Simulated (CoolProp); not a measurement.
Vapour-liquid equilibrium of CHF3 (R23) (1) + sulfur hexafluoride (2) at 1.05 MPa; x and y are mole fractions of (1).

Model: multi-fluid Helmholtz-energy mixture model, Penoncello 2003 and Guder 2009; pair parameters Bell 2016, in CoolProp.

```json
[
 {"x": "0.05", "bubble temperature, mixture model (K)": "261.3", "bubble temperature, Raoult's law (K)": "265.2", "y, mixture model": "0.162", "y, Raoult's law": "0.095"},
 {"x": "0.125", "bubble temperature, mixture model (K)": "255.5", "bubble temperature, Raoult's law (K)": "262.9", "y, mixture model": "0.323", "y, Raoult's law": "0.223"},
 {"x": "0.2", "bubble temperature, mixture model (K)": "251.7", "bubble temperature, Raoult's law (K)": "260.7", "y, mixture model": "0.425", "y, Raoult's law": "0.334"},
 {"x": "0.275", "bubble temperature, mixture model (K)": "?", "bubble temperature, Raoult's law (K)": "258.7", "y, mixture model": "0.495", "y, Raoult's law": "0.433"},
 {"x": "0.35", "bubble temperature, mixture model (K)": "247.4", "bubble temperature, Raoult's law (K)": "256.8", "y, mixture model": "0.548", "y, Raoult's law": "0.521"},
 {"x": "0.425", "bubble temperature, mixture model (K)": "246.2", "bubble temperature, Raoult's law (K)": "255.0", "y, mixture model": "?", "y, Raoult's law": "0.599"},
 {"x": "0.5", "bubble temperature, mixture model (K)": "245.2", "bubble temperature, Raoult's law (K)": "253.4", "y, mixture model": "0.631", "y, Raoult's law": "0.669"},
 {"x": "0.575", "bubble temperature, mixture model (K)": "244.4", "bubble temperature, Raoult's law (K)": "251.8", "y, mixture model": "0.670", "y, Raoult's law": "0.733"},
 {"x": "0.65", "bubble temperature, mixture model (K)": "243.9", "bubble temperature, Raoult's law (K)": "250.3", "y, mixture model": "?", "y, Raoult's law": "0.790"},
 {"x": "0.725", "bubble temperature, mixture model (K)": "243.5", "bubble temperature, Raoult's law (K)": "248.9", "y, mixture model": "0.753", "y, Raoult's law": "0.843"},
 {"x": "0.8", "bubble temperature, mixture model (K)": "243.3", "bubble temperature, Raoult's law (K)": "247.6", "y, mixture model": "0.804", "y, Raoult's law": "0.891"},
 {"x": "0.875", "bubble temperature, mixture model (K)": "243.4", "bubble temperature, Raoult's law (K)": "246.4", "y, mixture model": "?", "y, Raoult's law": "0.935"},
 {"x": "0.95", "bubble temperature, mixture model (K)": "243.9", "bubble temperature, Raoult's law (K)": "245.1", "y, mixture model": "0.939", "y, Raoult's law": "0.975"}
]
```

Some entries are withheld; supply them.


- 0.275, bubble temperature, mixture model (K): 249.2
- 0.425, y, mixture model: 0.592
- 0.65, y, mixture model: 0.710
- 0.875, y, mixture model: 0.864

The largest gap from Raoult's law is -9.5 K in bubble temperature, at x = 0.275. y crosses x between x = 0.8 and 0.875: the model has an azeotrope there.

Pair parameters are fitted to limited data, so mixtures are less certain than the pure fluids.
